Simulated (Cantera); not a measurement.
An isothermal, constant-pressure homogeneous reactor starts with 33.3 % C₂H₆, 66.7 % H₂, at 1350 K and 135 Torr.

Detailed kinetics in Cantera: GRI-Mech 3.0 (53 species, 325 reactions). GRI-Mech 3.0 stops at C3 and has no aromatics, soot or wall deposition, so with more carbon than oxygen in the feed, carbon stays in small species such as C2H2 where larger ones or solid carbon would form.

x: mole fraction; the columns are a selection and need not sum to one.

```
t (s)       x C₂H₆   x H₂     x CH₂     x CH₃   x CH₄    x C₂H₂
--------  --------  -----  --------  --------  ------  --------
0.000600     0.216  0.674   7.98e-8  0.000761  0.0341  0.000788
0.00113      0.142  0.678   6.08e-8  0.000643  0.0594   0.00268
0.00211     0.0675  0.680   3.69e-8  0.000461  0.0871   0.00759
0.00396     0.0206  0.683   1.49e-8  0.000255   0.105    0.0171
0.00743    0.00514  0.688   4.36e-9  0.000125   0.109    0.0290
0.0139     0.00150  0.691   1.38e-9   6.76e-5   0.110    0.0407
0.0261         [?]  0.695  6.22e-10       [?]   0.109       [?]
0.0490    0.000440  0.699  4.39e-10   3.68e-5   0.108    0.0674
0.0919    0.000348  0.705  3.72e-10   3.38e-5   0.107    0.0871
0.172     0.000253  0.711  3.00e-10   3.03e-5   0.106     0.110
0.323     0.000168  0.717  2.24e-10   2.62e-5   0.105     0.130
0.606          [?]  0.720  1.72e-10   2.30e-5   0.105     0.142
1.14       9.91e-5  0.720  1.53e-10   2.18e-5   0.106     0.145
2.13       9.65e-5  0.718  1.49e-10   2.18e-5   0.109     0.145
4.00       9.56e-5  0.715  1.46e-10   2.21e-5   0.114     0.144
```

Q: Some entries are withheld; supply them.

A: 
- 0.0261, x C₂H₆: 0.000650
- 0.0261, x CH₃: 4.43e-5
- 0.0261, x C₂H₂: 0.0527
- 0.606, x C₂H₆: 0.000116
